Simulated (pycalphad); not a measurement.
All values are pycalphad results on the COST 507 light-alloy database (1999) (1 atm), not direct measurements. The database dates from 1999; later assessments differ in places, in temperatures and in the compounds included. Amounts are mole fractions of atoms.

Problem. Give the equilibrium state of Si-39.54Al (wt.%) at 625 K.

Solution. diamond (Si), fraction 0.594, with <0.01 Al wt.%; fcc, fraction 0.406, with 99.86 Al wt.%.

Problem. Give the equilibrium state of Si-39.54Al (wt.%) at 1300 K.

Solution. liquid, fraction 0.759, with 52.4 Al wt.%; diamond (Si), fraction 0.241, with 0.01 Al wt.%.
